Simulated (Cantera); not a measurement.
Input: 1 mol Si3N4, 1.6 mol O2, a varied amount of H2, equilibrated at 1700 K and 7.50 Torr.

Cantera equilibrium calculation (NASA polynomials, part measured and part estimated; ideal gas, pure solids and liquids). Candidate condensed phases: H2O, Si, SiO2, Si2N2O, Si3N4; 35 gas species. The tables hold silica as quartz up to 1696 K and as liquid above; real silica turns to tridymite and cristobalite and melts near 1996 K. Rates play no part.

### Question
What share of the Si ends up in condensed phases as a function of n(H2) (mol), at 35, 41, 49, 57, 66, 78, 91, 110, 120, 150, 170, 200, 230?

### Answer
```
n(H2) (mol)  Si condensed (%)               as
-----------  ----------------  ---------------
35                        6.2  SiO2(condensed)
41                        6.1  SiO2(condensed)
49                        5.8  SiO2(condensed)
57                        5.5  SiO2(condensed)
66                        5.2  SiO2(condensed)
78                        4.6  SiO2(condensed)
91                        3.9  SiO2(condensed)
110                       2.7  SiO2(condensed)
120                       2.0  SiO2(condensed)
150                       0.0                -
170                       0.0                -
200                       0.0                -
230                       0.0                -
```
